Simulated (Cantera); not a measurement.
An isothermal, constant-pressure homogeneous reactor starts with C2H6 : H2 = 1 : 20 (molar parts), at 1600 K and 1.00 atm. Integrator tolerance rtol = 1e-08.

Computed with Cantera and GRI-Mech 3.0 (53 species, 325 reactions). GRI-Mech 3.0 stops at C3 and has no aromatics, soot or wall deposition, so with more carbon than oxygen in the feed, carbon stays in small species such as C2H2 where larger ones or solid carbon would form.

Q: What does this change do: 0.39 parts H2O added?

A: 
```
quantity                                            before                                    after
-----------------  ---------------------------------------  ---------------------------------------
x(C2H6) at 50.0 s  9.23e-6 (gas-phase equilibrium 9.23e-6)  6.86e-6 (gas-phase equilibrium 6.55e-6)
x(H2) at 50.0 s        0.934 (gas-phase equilibrium 0.934)      0.928 (gas-phase equilibrium 0.930)
x(H) at 50.0 s     5.26e-5 (gas-phase equilibrium 5.26e-5)  5.24e-5 (gas-phase equilibrium 5.25e-5)
x(CH4) at 50.0 s     0.0419 (gas-phase equilibrium 0.0419)    0.0361 (gas-phase equilibrium 0.0352)
x(C2H4) at 50.0 s  0.00231 (gas-phase equilibrium 0.00231)  0.00172 (gas-phase equilibrium 0.00164)
```
